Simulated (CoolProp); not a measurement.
Vapour-liquid equilibrium of R22 (1) + methanol (2) at 0.207 bar; x and y are mole fractions of (1).

Model: multi-fluid Helmholtz-energy mixture model, Kamei 1995 and de Reuck 1993; pair parameters Bell 2016, in CoolProp.

Problem. Give the bubble temperature and the first vapour's composition at x = 0.05, 0.125, 0.875. Is there an azeotrope?

Solution. x = 0.05: 250.7 K, y = 0.960; x = 0.125: 231.6 K, y = 0.992; x = 0.875: 205.2 K, y = 1.000. No azeotrope shows between x = 0.05 and 0.95.

The pair parameters rest on a limited set of measurements; away from them the model extrapolates. With so large a gap from Raoult's law the liquid may split in two, which this calculation doesn't test in full.
